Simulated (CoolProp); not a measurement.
1,2-dichloroethane along the isobar 44.9 bar: Z from the reference equation and from simpler models built on Tc = 288.4 °C, pc = 52.26 bar, ω = 0.269; each cubic takes its own stable root.

Values from CoolProp's reference Helmholtz-energy equation of state, Thol 2015.

```tsv
T (°C)	phase	reference
54.45	liquid	0.1351
77.45	liquid	0.1300
100.45	liquid	0.1258
123.35	liquid	0.1227
146.35	liquid	0.1204
169.35	liquid	0.1190
192.25	liquid	0.1186
215.25	liquid	0.1195
```

Q: How far does each simpler model (van der Waals, Soave-Redlich-Kwong, Peng-Robinson) lie from the reference over these 8 states: mean and median of the absolute difference, and the worst?

A: 
- van der Waals: mean 70.0 %, median 69.7 %, worst +71.9 % at 54.45 °C and 44.9 bar
- Soave-Redlich-Kwong: mean 14.9 %, median 14.3 %, worst +17.8 % at 215.25 °C and 44.9 bar
- Peng-Robinson: mean 1.7 %, median 1.3 %, worst +4.1 % at 215.25 °C and 44.9 bar
